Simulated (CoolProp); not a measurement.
Hydrogen chloride at several states: fugacity coefficient from the reference equation and from simpler models built on Tc = 51.5 °C, pc = 8.314 MPa, ω = 0.130; each cubic takes its own stable root.

Values from CoolProp's reference Helmholtz-energy equation of state, Thol 2018.

```json
[
 {"T (°C)": "-100.75", "p (MPa)": "5.11", "phase": "liquid", "reference": "0.008095"},
 {"T (°C)": "-65.75", "p (MPa)": "1.04", "phase": "liquid", "reference": "0.2493"},
 {"T (°C)": "378.55", "p (MPa)": "0.0204", "phase": "gas", "reference": "0.9999"},
 {"T (°C)": "-11.05", "p (MPa)": "12.4", "phase": "liquid", "reference": "0.1533"},
 {"T (°C)": "226.05", "p (MPa)": "1.13", "phase": "gas", "reference": "0.9871"}
]
```

Task: How far does each simpler model (van der Waals, Redlich-Kwong, Soave-Redlich-Kwong, Peng-Robinson) lie from the reference over these 5 states: mean and median of the absolute difference, and the worst?

Result: 
- van der Waals: mean 233.1 %, median 80.6 %, worst +829.7 % at -100.75 °C and 5.11 MPa
- Redlich-Kwong: mean 10.0 %, median 12.4 %, worst +19.4 % at -65.75 °C and 1.04 MPa
- Soave-Redlich-Kwong: mean 2.8 %, median 0.4 %, worst +7.4 % at -11.05 °C and 12.4 MPa
- Peng-Robinson: mean 1.1 %, median 0.4 %, worst +2.9 % at -11.05 °C and 12.4 MPa
